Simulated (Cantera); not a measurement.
Charge: 1 mol borazine, 0.081 mol H2O, 0.25 mol N2, 18 mol NH3, equilibrated at 950 K and 16.0 mbar.

Cantera equilibrium calculation (NASA polynomials, part measured and part estimated; ideal gas, pure solids and liquids). Candidate condensed phases: B, BN, B2O3, B3O3H3, H2O; 39 gas species. The feed counts by its element totals alone. Rates play no part.

Base state: H2 0.763, N2 0.235, H2O 0.00117 (mole fractions); condensed: BN(s) + B2O3(l).

**Question.** What changes in the equilibrium state with this change: borazine replaced by BF3?

**Answer.** 
```
species       before     after
------------  ------  --------
H2             0.763     0.721
N2             0.235     0.247
BF3                0    0.0238
HF                 0   0.00727
B3O3F3             0  0.000487
BOF                0   3.95e-5
BN(s), mol      2.98    0.0531
B2O3(l), mol  0.0116         0
```
